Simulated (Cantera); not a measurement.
Feed: 1 mol Fe3O4, 0.77 mol C, 0.47 mol N2, at 1223 K and 570000 Pa.

Cantera equilibrium calculation (NASA polynomials, part measured and part estimated; ideal gas, pure solids and liquids). Candidate condensed phases: C, Fe, Fe(CO)5, FeO, Fe2O3, Fe3O4; 27 gas species. The tables' stoichiometric FeO is somewhat more stable than real wüstite, so its field is too wide. FeO: taken at fixed stoichiometry. The numbers say what is thermodynamically allowed, not how fast it happens.

Base state: CO 0.435, N2 0.379, CO2 0.185 (mole fractions); condensed: FeO(s).

**Question.** What changes in the equilibrium state with this change: 0.054 mol O2 added?

**Answer.** 
```csv
species,before,after
N2,0.379,0.379
CO,0.435,0.348
CO2,0.185,0.273
"FeO(s), mol",3.00,3.00
```
